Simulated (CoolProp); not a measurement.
A Linde-Hampson liquefier for dry air: isothermal reversible compression at 300 K from 1 atm to 30 MPa, throttling to 1 atm, return gas leaving the recuperator 5 K below the feed. Each further row changes one setting.

The numbers come from the reference Helmholtz-energy equation of state, Lemmon 2000 in CoolProp. It is a pseudo-pure fit of the blend.

| case | liquid yield per pass | compression work (kJ/kg of gas) |
|---|---|---|
| as stated | (withheld) | 491 |
| high pressure 60 MPa | (withheld) | (withheld) |
| warm-end temperature 330 K | 0.063 | (withheld) |
| warm-end gap 10 K | (withheld) | 491 |

### Question
Fill in the missing entries.

### Answer

- as stated, liquid yield per pass: 0.088
- high pressure 60 MPa, liquid yield per pass: 0.087
- high pressure 60 MPa, compression work (kJ/kg of gas): 565
- warm-end temperature 330 K, compression work (kJ/kg of gas): 544
- warm-end gap 10 K, liquid yield per pass: 0.077
